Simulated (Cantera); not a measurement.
# Transport properties of process gases

Gas mixture: NO : N2 = 0.72 : 0.75 (molar parts), at 0.360 Torr, frozen composition.

Cantera's kinetic-theory transport with the Lennard-Jones parameters of GRI-Mech 3.0, ideal gas; thermal conductivity in the multicomponent form. The composition is frozen, though it would react at the higher temperatures.

```json
[
 {"T (K)": "400", "ρ (kg/m³)": "0.000418", "cp (J/kg/K)": "1022", "μ (µPa s)": "22.7", "λ (mW/m/K)": "32.7", "Pr": "0.710", "D (cm²/s) N2": "715", "D (cm²/s) CH4": "783", "D (cm²/s) NO": "715"},
 {"T (K)": "600", "ρ (kg/m³)": "0.000279", "cp (J/kg/K)": "1057", "μ (µPa s)": "30.1", "λ (mW/m/K)": "45.0", "Pr": "0.707", "D (cm²/s) N2": "1430", "D (cm²/s) CH4": "1580", "D (cm²/s) NO": "1430"},
 {"T (K)": "800", "ρ (kg/m³)": "0.000209", "cp (J/kg/K)": "1106", "μ (µPa s)": "36.5", "λ (mW/m/K)": "57.1", "Pr": "0.707", "D (cm²/s) N2": "2320", "D (cm²/s) CH4": "2570", "D (cm²/s) NO": "2320"},
 {"T (K)": "1000", "ρ (kg/m³)": "0.000167", "cp (J/kg/K)": "1151", "μ (µPa s)": "42.2", "λ (mW/m/K)": "68.8", "Pr": "0.707", "D (cm²/s) N2": "3360", "D (cm²/s) CH4": "3730", "D (cm²/s) NO": "3360"},
 {"T (K)": "1200", "ρ (kg/m³)": "0.000139", "cp (J/kg/K)": "1181", "μ (µPa s)": "47.5", "λ (mW/m/K)": "79.5", "Pr": "0.706", "D (cm²/s) N2": "4560", "D (cm²/s) CH4": "5060", "D (cm²/s) NO": "4560"},
 {"T (K)": "1400", "ρ (kg/m³)": "0.000120", "cp (J/kg/K)": "1206", "μ (µPa s)": "52.5", "λ (mW/m/K)": "89.7", "Pr": "0.706", "D (cm²/s) N2": "5890", "D (cm²/s) CH4": "6540", "D (cm²/s) NO": "5890"},
 {"T (K)": "1600", "ρ (kg/m³)": "0.000105", "cp (J/kg/K)": "1225", "μ (µPa s)": "57.3", "λ (mW/m/K)": "99.4", "Pr": "0.706", "D (cm²/s) N2": "7350", "D (cm²/s) CH4": "8160", "D (cm²/s) NO": "7350"},
 {"T (K)": "1800", "ρ (kg/m³)": "9.30e-5", "cp (J/kg/K)": "1241", "μ (µPa s)": "61.8", "λ (mW/m/K)": "109", "Pr": "0.706", "D (cm²/s) N2": "8930", "D (cm²/s) CH4": "9930", "D (cm²/s) NO": "8930"}
]
```
D: mixture-averaged diffusion coefficient of that species in the mixture.
